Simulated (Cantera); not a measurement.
Input: 1 mol AlI3, 1.3 mol N2, 830 mol H2, equilibrated at 7.35 Torr.

Equilibrium computed with Cantera from the NASA thermochemical tables; the gas is ideal and each condensed phase is pure. Candidate condensed phases: Al, AlI3, AlN, I2; 19 gas species. The numbers say what is thermodynamically allowed, not how fast it happens.

Problem. Which condensed phases are stable at each of these points (T (°C)): 850, 950, 1050, 1150, 1250, 1350, 1450, 1550, 1650, 1750, 1850?

Solution. 
```json
[
 {"T (°C)": "850", "condensed phases": "AlN(s)", "Al condensed (%)": "99.9"},
 {"T (°C)": "950", "condensed phases": "AlN(s)", "Al condensed (%)": "99.3"},
 {"T (°C)": "1050", "condensed phases": "AlN(s)", "Al condensed (%)": "93.5"},
 {"T (°C)": "1150", "condensed phases": "AlN(s)", "Al condensed (%)": "64.0"},
 {"T (°C)": "1250", "condensed phases": "gas only", "Al condensed (%)": "0.0"},
 {"T (°C)": "1350", "condensed phases": "gas only", "Al condensed (%)": "0.0"},
 {"T (°C)": "1450", "condensed phases": "gas only", "Al condensed (%)": "0.0"},
 {"T (°C)": "1550", "condensed phases": "gas only", "Al condensed (%)": "0.0"},
 {"T (°C)": "1650", "condensed phases": "gas only", "Al condensed (%)": "0.0"},
 {"T (°C)": "1750", "condensed phases": "gas only", "Al condensed (%)": "0.0"},
 {"T (°C)": "1850", "condensed phases": "gas only", "Al condensed (%)": "0.0"}
]
```

From 850 °C to 1150 °C the condensed part is AlN(s). From 1250 °C to 1850 °C nothing is condensed.
